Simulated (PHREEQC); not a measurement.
Make-up at 25 °C: 0.0142 mol/kgw CuSO4 and 0.03 mol/kgw HCl. Closed to the air; pH follows from the charge balance.

Model: ion-association model, phreeqc.dat, run in PHREEQC.

Problem. The ionic strength comes out as 0.0640 mol/kgw. What activity coefficients do HSO4-, SO4-2, CuCl+, Cu+2, Cl- get?

Solution. HSO4- 0.81, SO4-2 0.43, CuCl+ 0.80, Cu+2 0.45, Cl- 0.80.

No solid was allowed to form.
